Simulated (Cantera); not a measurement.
An adiabatic, constant-pressure homogeneous reactor starts with CH₄ : CO : O₂ : N₂ = 1 : 1.2 : 2.36 : 8.89 (molar parts), at 1798 K and 0.580 bar. Integrator tolerance rtol = 1e-08.

Detailed kinetics in Cantera: GRI-Mech 3.0 (53 species, 325 reactions).

Question: What does this change do: CO 1.2 to 3.1 parts?

Answer: 
```csv
quantity,before,after
time of steepest temperature rise,0.191 ms,0.196 ms
temperature at 0.500 s,2799 K,2821 K
equilibrium temperature,2799 K,2821 K
x(CH₄) at 0.500 s,<1e-12 (gas-phase equilibrium <1e-12),<1e-12 (gas-phase equilibrium <1e-12)
x(CO) at 0.500 s,0.0891 (gas-phase equilibrium 0.0891),0.172 (gas-phase equilibrium 0.172)
x(O₂) at 0.500 s,0.0240 (gas-phase equilibrium 0.0240),0.0131 (gas-phase equilibrium 0.0131)
x(C₂H) at 0.500 s,<1e-12 (gas-phase equilibrium <1e-12),<1e-12 (gas-phase equilibrium <1e-12)
x(O) at 0.500 s,0.0111 (gas-phase equilibrium 0.0111),0.00891 (gas-phase equilibrium 0.00891)
x(H) at 0.500 s,0.0151 (gas-phase equilibrium 0.0151),0.0179 (gas-phase equilibrium 0.0179)
```
